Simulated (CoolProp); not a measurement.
Properties of R236FA along the isobar 46.6 bar (Tc = 124.9 °C, pc = 31.91 bar, ω = 0.377).

The numbers come from the reference Helmholtz-energy equation of state, Pan 2012 in CoolProp.

```csv
T (°C),phase,density (kg/m³),speed of sound (m/s),expansivity (1/kK),Prandtl number
49.15,liquid,1301,474.9,2.684,4.27
54.35,liquid,1282,455.5,2.796,4.14
59.45,liquid,1264,436.5,2.919,4.02
64.65,liquid,1244,417.2,3.061,3.91
69.85,liquid,1224,397.7,3.223,3.80
75.05,liquid,1203,378.2,3.408,3.69
80.25,liquid,1181,358.6,3.624,3.60
85.35,liquid,1159,339.2,3.872,3.50
90.55,liquid,1135,319.2,4.173,3.41
95.75,liquid,1110,299.0,4.538,3.33
100.95,liquid,1083,278.6,4.990,3.25
106.15,liquid,1053,257.7,5.564,3.17
111.35,liquid,1021,236.5,6.316,3.11
116.45,liquid,986.6,215.1,7.317,3.05
121.65,liquid,946.4,192.6,8.769,3.01
126.85,supercritical,899.4,169.4,10.98,2.98
```

Viscosity comes from a separate model (Huber 2003), an estimate that may be off by 10 % or more. Thermal conductivity comes from a separate model (Huber 2003), an estimate that may be off by 10 % or more.
